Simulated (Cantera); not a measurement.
Input (Python, Cantera):

```python
import numpy as np
import cantera as ct

gas = ct.Solution("gri30.yaml")


def delay(T, t_max=10):
    gas.TPX = T, 640000, {'CH3OH': 1, 'O2': 1.85, 'N2': 8.52}
    reactor = ct.IdealGasConstPressureReactor(gas, clone=False)
    net = ct.ReactorNet([reactor])
    net.rtol, net.atol = 1e-8, 1e-16
    while net.time < t_max:
        t_old, T_old = net.time, reactor.T
        net.step()
        if reactor.T > T + 400:  # ignition: a rise of 400 K
            return t_old + (T + 400 - T_old) / (reactor.T - T_old) * (net.time - t_old)
    return np.nan


taus = []
for T in [1150, 1225, 1300, 1375, 1450, 1525]:
    taus.append(delay(T))
    print(f"T0 = {T:6g} K   tau = {taus[-1]:.4e} s")
```

Output:

```
T0 =   1150 K   tau = 5.4505e-03 s
T0 =   1225 K   tau = 1.5138e-03 s
T0 =   1300 K   tau = 4.9772e-04 s
T0 =   1375 K   tau = 1.9031e-04 s
T0 =   1450 K   tau = 8.3224e-05 s
T0 =   1525 K   tau = 4.0846e-05 s
```

Detailed kinetics in Cantera: GRI-Mech 3.0 (53 species, 325 reactions). GRI-Mech 3.0 was tuned for natural gas; its chemistry of methanol as a main component is partial and can be far from experiment.
